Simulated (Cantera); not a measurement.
A Cantera script and its output.

```python
import numpy as np
import cantera as ct

gas = ct.Solution("gri30.yaml")
gas.TPX = 875, 101325, {'CO': 0.0012, 'O2': 0.07, 'H2O': 0.032, 'N2': 1}
reactor = ct.IdealGasConstPressureReactor(gas, energy="off", clone=False)
net = ct.ReactorNet([reactor])
net.rtol, net.atol = 1e-08, 1e-18
show = ['CO', 'O2', 'H2O', 'N2O', 'NO', 'CO2']
times = np.geomspace(1e-06, 100, 12)

steps = ct.SolutionArray(gas, extra=["t"])
rows = []
print(f"{'t/s':>10s}{'T/K':>9s}{'P/Pa':>11s}" + "".join(f"{s:>11s}" for s in show))
for t in times:
    while net.time < t:
        t_next = net.step()
        steps.append(gas.state, t=t_next)
    rows.append([np.interp(t, steps.t, y) for y in (steps.T, steps.P, *steps(*show).X.T)])
    print(f"{t:10.3e}{rows[-1][0]:9.1f}{rows[-1][1]:11.4g}" + "".join(f"{x:11.3e}" for x in rows[-1][2:]))
rate = np.gradient(steps.T, steps.t)
print("integrator steps:", len(steps.t))
if steps.T.max() > steps.T[0] + 200:
    print(f"time of steepest temperature rise: {steps.t[rate.argmax()]:.4e} s")
gas.TPX = 875, 101325, {'CO': 0.0012, 'O2': 0.07, 'H2O': 0.032, 'N2': 1}
gas.equilibrate("TP")
print(f"equilibrium (TP): T = {gas.T:.1f} K  " + "  ".join(f"{s} {gas[s].X[0]:.3e}" for s in show))
```

Result:

```
       t/s      T/K       P/Pa         CO         O2        H2O        N2O         NO        CO2
 1.000e-06    875.0  1.013e+05  1.088e-03  6.345e-02  2.901e-02  1.192e-22  4.378e-31  2.767e-15
 5.337e-06    875.0  1.013e+05  1.088e-03  6.345e-02  2.901e-02  2.345e-21  1.068e-29  1.477e-14
 2.848e-05    875.0  1.013e+05  1.088e-03  6.345e-02  2.901e-02  5.885e-20  3.484e-28  7.886e-14
 1.520e-04    875.0  1.013e+05  1.088e-03  6.345e-02  2.901e-02  1.610e-18  1.096e-26  4.241e-13
 8.111e-04    875.0  1.013e+05  1.088e-03  6.345e-02  2.901e-02  4.314e-17  3.054e-25  2.523e-12
 4.329e-03    875.0  1.013e+05  1.088e-03  6.345e-02  2.901e-02  9.555e-16  7.144e-24  2.333e-11
 2.310e-02    875.0  1.013e+05  1.088e-03  6.345e-02  2.901e-02  1.156e-14  9.418e-23  2.276e-10
 1.233e-01    875.0  1.013e+05  1.088e-03  6.345e-02  2.901e-02  7.840e-14  7.348e-22  1.739e-09
 6.579e-01    875.0  1.013e+05  1.088e-03  6.345e-02  2.901e-02  6.119e-13  1.060e-20  2.241e-08
 3.511e+00    875.0  1.013e+05  1.086e-03  6.345e-02  2.901e-02  3.017e-11  3.679e-18  2.004e-06
 1.874e+01    875.0  1.013e+05  8.856e-04  6.336e-02  2.901e-02  2.478e-09  1.801e-15  2.023e-04
 1.000e+02    875.0  1.013e+05  3.273e-04  6.310e-02  2.902e-02  1.032e-08  1.463e-14  7.608e-04
integrator steps: 574
equilibrium (TP): T = 875.0 K  CO 2.047e-15  O2 6.294e-02  H2O 2.902e-02  N2O 3.962e-10  NO 3.843e-06  CO2 1.088e-03
```

Detailed kinetics in Cantera: GRI-Mech 3.0 (53 species, 325 reactions).
